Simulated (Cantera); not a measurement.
A freely propagating, adiabatic, planar premixed flame of CH3OH : O2 : N2 = 1 : 1.15 : 4.34 (molar parts), equivalence ratio 1.3, unburnt at 448 K and 0.450 bar; mixture-averaged transport, grid criteria slope 0.08 and curve 0.16, no radiation.

Computed with Cantera and GRI-Mech 3.0 (53 species, 325 reactions). GRI-Mech 3.0 was tuned for natural gas; its chemistry of methanol as a main component is partial and can be far from experiment. Burning velocities carry a grid error of a few per cent, more on coarse grids.

x: mole fraction of selected species; z is measured from the peak of heat release.

```json
[
 {"z (mm)": "-1.50", "T (K)": "448", "u (m/s)": "1.07", "x CH3OH": "0.154", "x O2": "0.177", "x C2H6": "<1e-8", "x H2O2": "4.44e-7", "x C2H": "<1e-8", "x N2O": "<1e-8"},
 {"z (mm)": "-0.999", "T (K)": "451", "u (m/s)": "1.08", "x CH3OH": "0.153", "x O2": "0.175", "x C2H6": "<1e-8", "x H2O2": "7.11e-6", "x C2H": "<1e-8", "x N2O": "<1e-8"},
 {"z (mm)": "-0.750", "T (K)": "462", "u (m/s)": "1.12", "x CH3OH": "0.151", "x O2": "0.173", "x C2H6": "<1e-8", "x H2O2": "3.21e-5", "x C2H": "<1e-8", "x N2O": "<1e-8"},
 {"z (mm)": "-0.500", "T (K)": "(withheld)", "u (m/s)": "1.31", "x CH3OH": "0.145", "x O2": "0.166", "x C2H6": "2.62e-8", "x H2O2": "0.000202", "x C2H": "<1e-8", "x N2O": "<1e-8"},
 {"z (mm)": "-0.250", "T (K)": "(withheld)", "u (m/s)": "2.33", "x CH3OH": "0.109", "x O2": "0.132", "x C2H6": "3.22e-7", "x H2O2": "0.00119", "x C2H": "<1e-8", "x N2O": "<1e-8"},
 {"z (mm)": "-0.125", "T (K)": "(withheld)", "u (m/s)": "3.44", "x CH3OH": "0.0609", "x O2": "0.0961", "x C2H6": "8.42e-7", "x H2O2": "0.00171", "x C2H": "<1e-8", "x N2O": "1.30e-8"},
 {"z (mm)": "0", "T (K)": "1669", "u (m/s)": "4.64", "x CH3OH": "0.0109", "x O2": "0.0582", "x C2H6": "1.11e-6", "x H2O2": "0.000231", "x C2H": "<1e-8", "x N2O": "2.41e-8"},
 {"z (mm)": "0.125", "T (K)": "1808", "u (m/s)": "5.07", "x CH3OH": "0.000255", "x O2": "0.0345", "x C2H6": "1.44e-7", "x H2O2": "1.36e-6", "x C2H": "<1e-8", "x N2O": "2.38e-8"},
 {"z (mm)": "0.250", "T (K)": "1843", "u (m/s)": "5.16", "x CH3OH": "1.36e-6", "x O2": "0.0203", "x C2H6": "<1e-8", "x H2O2": "2.12e-7", "x C2H": "<1e-8", "x N2O": "2.12e-8"},
 {"z (mm)": "0.500", "T (K)": "1879", "u (m/s)": "5.22", "x CH3OH": "<1e-8", "x O2": "0.00979", "x C2H6": "<1e-8", "x H2O2": "1.95e-7", "x C2H": "<1e-8", "x N2O": "1.83e-8"},
 {"z (mm)": "0.999", "T (K)": "1919", "u (m/s)": "5.30", "x CH3OH": "<1e-8", "x O2": "0.00629", "x C2H6": "<1e-8", "x H2O2": "1.58e-7", "x C2H": "<1e-8", "x N2O": "1.60e-8"},
 {"z (mm)": "2.00", "T (K)": "1966", "u (m/s)": "5.41", "x CH3OH": "<1e-8", "x O2": "0.00489", "x C2H6": "<1e-8", "x H2O2": "1.20e-7", "x C2H": "<1e-8", "x N2O": "1.47e-8"},
 {"z (mm)": "4.00", "T (K)": "2022", "u (m/s)": "5.54", "x CH3OH": "<1e-8", "x O2": "0.00352", "x C2H6": "<1e-8", "x H2O2": "8.50e-8", "x C2H": "<1e-8", "x N2O": "1.36e-8"}
]
```

Question: What belongs in the gaps?

Answer: 
- -0.500, T (K): 532
- -0.250, T (K): 905
- -0.125, T (K): 1287
